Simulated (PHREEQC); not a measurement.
**Nickel, zinc or cadmium bath**

Dissolve 0.0024 mol/kgw ZnCl2, 9.1e-05 mol/kgw NaOH and 0.0029 mol/kgw HCl at 25 °C. Closed to the air; pH follows from the charge balance.

Equilibrium calculation in PHREEQC: ion-association model, phreeqc.dat.

Each row changes one thing in this solution. Precipitation was switched off in this run.

```csv
case,pH,ionic strength (mol/kgw),SI of Halite (NaCl)
as made,2.59,0.0100,-7.82
temperature from 25 to 60 °C,2.59,0.00986,-7.85
ZnCl2 replaced by FeCl3 at the same molality,2.43,0.0145,-7.72
HCl from 0.0029 to 0.00029 mol/kgw,3.74,0.00744,-7.98
diluted 10-fold with water,3.57,0.00101,-9.76
```

Some of these states are supersaturated (in Hematite (slow to form), Goethite (slow to form), for instance). At this temperature some constants are extrapolated from 25 °C, and those without enthalpy data are left unchanged.
